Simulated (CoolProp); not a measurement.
Vapour pressure (MPa) of CH2F2 (R32): the reference equation beside estimates from Tc = 351.3 K, pc = 5.783 MPa, ω = 0.277. Clausius-Clapeyron is anchored at 238.3 K with a constant enthalpy of vaporisation of 18.87 kJ/mol.

Model: reference Helmholtz-energy equation of state, Tillner-Roth 1997, in CoolProp.

```tsv
T (K)	reference	Clausius-Clapeyron	van der Waals	Peng-Robinson
231.6	0.1653	0.1692	0.8482	0.1639
235	0.1928	0.1949	0.9165	0.1914
238.3	0.2228	0.2228	0.9862	0.2215
241.7	0.2575	0.2548	1.062	___
245.1	0.2961	0.2902	1.141	0.2950
248.5	0.3392	0.3294	___	0.3382
251.9	___	0.3726	1.310	0.3862
255.3	0.4397	0.4201	1.400	___
258.6	0.4961	0.4706	1.492	0.4961
262	0.5597	0.5274	___	0.5602
265.4	0.6295	0.5893	1.693	0.6306
268.8	0.7057	0.6566	1.799	___
272.2	0.7886	0.7296	1.910	0.7913
275.6	0.8788	0.8086	2.025	0.8825
279	0.9766	0.8940	2.144	0.9814
```

Task: Complete the blanks.

Result: 
- 241.7, Peng-Robinson: 0.2562
- 248.5, van der Waals: 1.223
- 251.9, reference: 0.3870
- 255.3, Peng-Robinson: 0.4393
- 262, van der Waals: 1.590
- 268.8, Peng-Robinson: 0.7075

Absolute difference from the reference over all 15 rows, mean and median: Clausius-Clapeyron 4.4 and 4.5 %, van der Waals 236.5 and 218.4 %, Peng-Robinson 0.4 and 0.3 %.
